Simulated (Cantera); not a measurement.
A closed system holds: 1 mol Si, 0.62 mol O2, 58 mol H2, equilibrated at 0.100 bar.

Equilibrium computed with Cantera from the NASA thermochemical tables; the gas is ideal and each condensed phase is pure. Candidate condensed phases: H2O, Si, SiO2; 18 gas species. Mutual solubility and eutectic melting of coexisting phases are not modelled. The tables hold silica as quartz up to 1696 K and as liquid above; real silica turns to tridymite and cristobalite and melts near 1996 K. Rates play no part.

Problem. What share of the Si ends up in condensed phases as a function of T (K), at 1100, 1250, 1400, 1550, 1700, 1850, 2000, 2150?

Solution. 
| T (K) | Si condensed (%) | as |
|---|---|---|
| 1100 | 100.0 | Si(s) + SiO2(β-quartz) |
| 1250 | 99.9 | Si(s) + SiO2(β-quartz) |
| 1400 | 95.7 | Si(s) + SiO2(β-quartz) |
| 1550 | 26.6 | Si(s) + SiO2(β-quartz) |
| 1700 | 22.8 | SiO2(condensed) |
| 1850 | 3.9 | SiO2(condensed) |
| 2000 | 0.0 | - |
| 2150 | 0.0 | - |
